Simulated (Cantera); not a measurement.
Thermodynamics of silicon etching in halogen gases, feed Si + HCl + H2

A closed system holds: 1 mol Si, 2.6 mol HCl, 1.3 mol H2, at 3.20 Pa.

These are equilibrium values from Cantera (NASA tables, ideal gas, pure condensed phases), not measurements of a reactor. Candidate condensed phases: Si; 19 gas species. The tables' values for SiCl3 are old estimates; treat these amounts as uncertain. Kinetics and transport are ignored.

```tsv
T (K)	x H2	x HCl	x SiCl2	x SiCl4	x SiCl3	x SiHCl3	x H	x SiH2Cl2	n Si(s)
1025	0.657	0.158	0.0681	0.0952	0.0176	0.00339	6.24e-7	1.34e-5	0.351
1050	0.634	0.178	0.0929	0.0736	0.0194	0.00273	1.14e-6	1.15e-5	0.323
1075	0.612	0.194	0.120	0.0528	0.0200	0.00207	2.03e-6	9.52e-6	0.288
1100	0.594	0.206	0.145	0.0350	0.0191	0.00149	3.52e-6	7.60e-6	0.252
1125	0.580	0.214	0.167	0.0216	0.0171	0.00102	5.98e-6	5.89e-6	0.220
1150	0.571	0.218	0.183	0.0126	0.0145	0.000669	9.97e-6	4.47e-6	0.194
1175	0.565	0.220	0.195	0.00712	0.0119	0.000432	1.63e-5	3.36e-6	0.174
1200	0.562	0.220	0.203	0.00398	0.00961	0.000277	2.62e-5	2.52e-6	0.160
```
x: gas mole fraction; n: condensed amount in mol.

From 1025 K to 1200 K the condensed part is Si(s). The main Si-bearing gas is SiCl4 at 1025 K and SiCl2 at 1200 K. The share of Si in condensed phases is highest at 1025 K (35.1 %) and lowest at 1200 K (16.0 %).
